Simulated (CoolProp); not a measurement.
Saturated liquid density (kg/m³) of n-perfluorobutane: the reference equation beside estimates from Tc = 386.3 K, pc = 2.322 MPa, ω = 0.372. Rackett uses Z = 0.29056 − 0.08775 ω.

Computed with CoolProp (reference Helmholtz-energy equation of state, Gao 2022).

```json
[
 {"T (K)": "269.8", "reference": "1601", "Rackett": "1746", "van der Waals": "983.7", "Redlich-Kwong": "1427", "Soave-Redlich-Kwong": "1513"},
 {"T (K)": "275", "reference": "1582", "Rackett": "1725", "van der Waals": "972.1", "Redlich-Kwong": "1406", "Soave-Redlich-Kwong": "1493"},
 {"T (K)": "280.3", "reference": "1563", "Rackett": "1702", "van der Waals": "959.9", "Redlich-Kwong": "1384", "Soave-Redlich-Kwong": "1473"},
 {"T (K)": "285.6", "reference": "1543", "Rackett": "1679", "van der Waals": "947.3", "Redlich-Kwong": "1362", "Soave-Redlich-Kwong": "1451"},
 {"T (K)": "290.9", "reference": "1524", "Rackett": "1656", "van der Waals": "934.4", "Redlich-Kwong": "1339", "Soave-Redlich-Kwong": "1429"},
 {"T (K)": "296.2", "reference": "1503", "Rackett": "1631", "van der Waals": "921.1", "Redlich-Kwong": "1315", "Soave-Redlich-Kwong": "1405"},
 {"T (K)": "301.5", "reference": "1482", "Rackett": "1607", "van der Waals": "907.4", "Redlich-Kwong": "1290", "Soave-Redlich-Kwong": "1381"},
 {"T (K)": "306.8", "reference": "1461", "Rackett": "1581", "van der Waals": "893.2", "Redlich-Kwong": "1265", "Soave-Redlich-Kwong": "1355"},
 {"T (K)": "312.1", "reference": "1439", "Rackett": "1555", "van der Waals": "878.4", "Redlich-Kwong": "1238", "Soave-Redlich-Kwong": "1328"},
 {"T (K)": "317.4", "reference": "1416", "Rackett": "1527", "van der Waals": "863.1", "Redlich-Kwong": "1210", "Soave-Redlich-Kwong": "1300"},
 {"T (K)": "322.7", "reference": "1392", "Rackett": "1499", "van der Waals": "847.2", "Redlich-Kwong": "1182", "Soave-Redlich-Kwong": "1270"},
 {"T (K)": "328", "reference": "1367", "Rackett": "1470", "van der Waals": "830.6", "Redlich-Kwong": "1152", "Soave-Redlich-Kwong": "1239"}
]
```

Absolute difference from the reference over all 12 rows, mean and median: Rackett 8.4 and 8.5 %, van der Waals 38.8 and 38.7 %, Redlich-Kwong 13.0 and 12.7 %, Soave-Redlich-Kwong 7.0 and 6.7 %.
